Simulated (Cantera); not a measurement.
A closed system holds: 1 mol Si, 0.25 mol CO₂, 82 mol H₂, 0.013 mol O₂, at 2273 K and 0.00353 Torr.

Method: chemical equilibrium by Gibbs-energy minimisation in Cantera with the NASA 1993 tables (ideal gas, pure condensed phases). Candidate condensed phases: C, C₆H₆, C₇H₈, C₈H₁₈, H₂O, Si, SiC, SiO₂; 123 gas species. Kinetics and transport are ignored.

Base state: H 0.934, H₂ 0.0581, Si 0.00464, SiO 0.00177, CO 0.00160 (mole fractions); condensed: gas only.

What changes in the equilibrium state with this change: temperature from 2273 K to 1700 K?


```
species   before    after
-------  -------  -------
H₂        0.0581    0.920
H          0.934   0.0652
Si       0.00464  0.00837
SiH      9.34e-7  2.69e-5
SiO      0.00177  0.00321
CO       0.00160  0.00290
```

What changes in the equilibrium state with this change: CO₂ from 0.25 to 0.036 mol?


```
species   before     after
-------  -------  --------
H          0.934     0.935
H₂        0.0581    0.0582
Si       0.00464   0.00601
CO       0.00160  0.000231
SiO      0.00177  0.000398
```

What changes in the equilibrium state with this change: Si replaced by SiC?


| species | before | after |
|---|---|---|
| H | 0.934 | 0.931 |
| H₂ | 0.0581 | 0.0577 |
| Si | 0.00464 | 0.00599 |
| SiO | 0.00177 | 2.18e-8 |
| CO | 0.00160 | 0.00336 |
| C₃ | <1e-9 | 0.000809 |
| SiC₂ | <1e-9 | 0.000392 |
| C | 3.75e-9 | 0.000824 |
| C₂H₂ (acetylene) | <1e-9 | 0.000113 |
